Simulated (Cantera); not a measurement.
Cantera run, input and output.

```python
import numpy as np
import cantera as ct

gas = ct.Solution("gri30.yaml", transport_model="mixture-averaged")
show = ['H2', 'C2H2', 'CO2']

rows = []
print(f"{'T/K':>7s}{'rho':>11s}{'cp':>10s}{'mu':>11s}{'lambda':>11s}{'Pr':>7s}" + "".join(f"{'D_' + s:>11s}" for s in show))
for T in [400, 600, 800, 1000, 1200, 1400, 1600, 1800, 2000]:
    gas.TPX = T, 750, {'H2O': 0.38}
    Pr = gas.cp_mass * gas.viscosity / gas.thermal_conductivity
    D = [gas.mix_diff_coeffs_mole[gas.species_index(s)] for s in show]
    rows.append([gas.density, gas.cp_mass, gas.viscosity, gas.thermal_conductivity, Pr, *D])
    print(f"{T:7g}{gas.density:11.4e}{gas.cp_mass:10.1f}{gas.viscosity:11.4e}"
          f"{gas.thermal_conductivity:11.4e}{Pr:7.3f}" + "".join(f"{d:11.4e}" for d in D))
print("SI units: kg/m3, J/kg/K, Pa s, W/m/K, m2/s")
```

Output:

```
    T/K        rho        cp         mu     lambda     Pr       D_H2     D_C2H2      D_CO2
    400 4.0626e-03    1902.2 1.3967e-05 3.6994e-02  0.718 1.9635e-02 4.0803e-03 3.8657e-03
    600 2.7084e-03    2016.1 2.1488e-05 6.0361e-02  0.718 4.0344e-02 8.8865e-03 8.5431e-03
    800 2.0313e-03    2150.0 2.8971e-05 8.7299e-02  0.714 6.6324e-02 1.5112e-02 1.4679e-02
   1000 1.6250e-03    2292.2 3.6247e-05 1.1676e-01  0.712 9.6981e-02 2.2562e-02 2.2074e-02
   1200 1.3542e-03    2435.6 4.3256e-05 1.4765e-01  0.714 1.3192e-01 3.1111e-02 3.0590e-02
   1400 1.1607e-03    2565.4 4.9979e-05 1.7919e-01  0.716 1.7086e-01 4.0666e-02 4.0133e-02
   1600 1.0156e-03    2681.4 5.6416e-05 2.1081e-01  0.718 2.1359e-01 5.1164e-02 5.0631e-02
   1800 9.0279e-04    2783.7 6.2576e-05 2.4214e-01  0.719 2.5993e-01 6.2554e-02 6.2031e-02
   2000 8.1251e-04    2872.7 6.8471e-05 2.7290e-01  0.721 3.0974e-01 7.4800e-02 7.4292e-02
SI units: kg/m3, J/kg/K, Pa s, W/m/K, m2/s
```

Model: GRI-Mech 3.0 (53 species, 325 reactions), integrated in Cantera. Polar gases are described roughly by these parameters.
